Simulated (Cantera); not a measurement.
Feed: 1 mol (CH₃)₂SiCl₂, 0.017 mol C₃H₈, 650 mol H₂, at 1327 °C.

These are equilibrium values from Cantera (NASA tables, ideal gas, pure condensed phases), not measurements of a reactor. Candidate condensed phases: C, C₆H₆, C₇H₈, C₈H₁₈, Si, SiC; 109 gas species. The feed counts by its element totals alone. Equilibrium is a limit: real reactors are often held back by kinetics, nucleation or transport.

Problem. Which condensed phases are stable at each of these points (P (Pa)): 100, 240, 560, 1300, 3200, 7500, 18000, 42000, 100000?

Solution. 
```tsv
P (Pa)	condensed phases	Si condensed (%)
100	C(graphite) + SiC(s)	99.9
240	C(graphite) + SiC(s)	99.9
560	C(graphite) + SiC(s)	100.0
1300	C(graphite) + SiC(s)	100.0
3200	C(graphite) + SiC(s)	100.0
7500	C(graphite) + SiC(s)	100.0
18000	C(graphite) + SiC(s)	100.0
42000	C(graphite) + SiC(s)	100.0
100000	SiC(s)	100.0
```

From 0.750 Torr to 315 Torr the condensed part is C(graphite) + SiC(s). At 750 Torr the condensed part is SiC(s).
